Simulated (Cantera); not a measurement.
Charge: 1 mol Si, a varied amount of HCl, 11 mol H2, 1.1 mol Cl2, held at 275 °C and 1.50 bar.

Equilibrium computed with Cantera from the NASA thermochemical tables; the gas is ideal and each condensed phase is pure. Candidate condensed phases: Si; 19 gas species. Equilibrium is a limit: real reactors are often held back by kinetics, nucleation or transport.

log p: log10 of the partial pressure in bar; n: condensed amount in mol.

```
n(HCl) (mol)  log p H2  log p SiCl4  log p HCl  log p SiHCl3  n Si(s)
------------  --------  -----------  ---------  ------------  -------
0.62              0.15        -1.30      -5.00         -1.30    0.187
0.76              0.14        -1.28      -5.00         -1.28    0.147
0.93              0.14        -1.26      -4.99         -1.27   0.0992
1.1               0.14        -1.24      -4.99         -1.25      ___
1.4               0.14        -1.14      -4.80         -1.34        0
1.7               0.14        -0.98        ___           ___        0
2.1               0.13        -0.94      -1.47         -4.49        0
2.5               0.12        -0.96      -1.11         -4.87        0
```

Q: Some entries are withheld; supply them.

A: 
- 1.1, n Si(s): 0.0514
- 1.7, log p HCl: -4.05
- 1.7, log p SiHCl3: -1.93
